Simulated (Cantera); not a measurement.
Charge: 1 mol ZrO2, 770 mol H2, held at 1552 °C and 0.00540 bar.

Equilibrium computed with Cantera from the NASA thermochemical tables; the gas is ideal and each condensed phase is pure. Candidate condensed phases: H2O, Zr, ZrO2; 12 gas species. Kinetics and transport are ignored.

Base state: H2 0.994, H 0.00598 (mole fractions); condensed: ZrO2(tetragonal).

What changes in the equilibrium state with this change: temperature from 1552 °C to 1900 °C?


| species | before | after |
|---|---|---|
| H2 | 0.994 | 0.936 |
| H | 0.00598 | 0.0635 |
| H2O | 2.46e-7 | 2.68e-5 |
| ZrO | 2.27e-7 | 2.67e-5 |
| ZrO2(tetragonal), mol | 1.000 | 0.978 |
